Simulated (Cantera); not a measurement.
Feed: 1 mol Si3N4, 380 mol H2, 0.54 mol N2.

Equilibrium computed with Cantera from the NASA thermochemical tables; the gas is ideal and each condensed phase is pure. Candidate condensed phases: Si, Si3N4; 18 gas species. Mutual solubility and eutectic melting of coexisting phases are not modelled. Equilibrium is a limit: real reactors are often held back by kinetics, nucleation or transport.

Stable condensed phases, one row left out:

```
T in K \ P in Pa
              1    3.6     13     46    170    600   2200   7700  28000 100000
   1398       A      A      A      A      B      C      C      C      C      C
   1373       A      A      A      A      B      C      C      C      C      C
   1348       A      A      A      B      C      C      C      C      C      C
   1323       A      A      A      B      C      C      C      C      C      C
   1298       A      A      B      C      C      C      C      C      C      C
   1248       A      B      C      C      C      C      C      C      C      C
   1223       B      B      C      C      C      C      C      C      C      C
   1198       B      C      C      C      C      C      C      C      C      C
   1173       C      C      C      C      C      C      C      C      C      C
   1148       C      C      C      C      C      C      C      C      C      C
   1123       C      C      C      C      C      C      C      C      C      C
   1098       C      C      C      C      C      C      C      C      C      C
   1073       C      C      C      C      C      C      C      C      C      C
```

A: Si; B: Si + Si3N4; C: Si3N4.

Q: Give the row for 1273 K.

A: 1: Si; 3.6: Si; 13: Si + Si3N4; 46: Si3N4; 170: Si3N4; 600: Si3N4; 2200: Si3N4; 7700: Si3N4; 28000: Si3N4; 100000: Si3N4.
